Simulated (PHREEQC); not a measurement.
Dissolve 0.02 mol/kgw Ag2SO4 and 6.6e-05 mol/kgw NaNO3 at 20 °C. Closed to the air; pH follows from the charge balance.

The numbers come from PHREEQC with the ion-association model, wateq4f.dat.

No solid was allowed to form.

Task: What pH, ionic strength does the model give?

Result: pH 6.86; ionic strength 0.0507 mol/kgw.

Task: In which forms is Ag present?

Result: Ag+ 88 %, AgSO4- 12 % of the Ag.
